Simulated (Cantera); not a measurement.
Input: 1 mol NF3, 3.5 mol H2O, 0.31 mol O2, 0.0049 mol SO2, equilibrated at 0.100 bar.

Method: chemical equilibrium by Gibbs-energy minimisation in Cantera with the NASA 1993 tables (ideal gas, pure condensed phases). Candidate condensed phases: H2O, H2SO4, S; 62 gas species. Kinetics and transport are ignored.

At 2823 K, list the 4 most abundant gas species with their mole fractions, and the condensed phases.

HF 0.404, H2O 0.172, O2 0.121, OH 0.0717. Condensed: gas only.
